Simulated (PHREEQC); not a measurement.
Make-up at 25 °C: 0.0018 mol H2SO4 and 0.0132 mol Li2SO4 per kg of water. It is in equilibrium with CO2 at log p = 0 (atm). Otherwise closed; pH follows from the charge balance.

All values are PHREEQC results (ion-association model, wateq4f.dat), not measurements.

**Question.** The ionic strength comes out as 0.0408 mol/kgw. What activity coefficients do H+, Li+, HSO4-, SO4-2, LiSO4- get?

**Answer.** H+ 0.86, Li+ 0.84, HSO4- 0.83, SO4-2 0.49, LiSO4- 0.84.

Precipitation was switched off in this run.
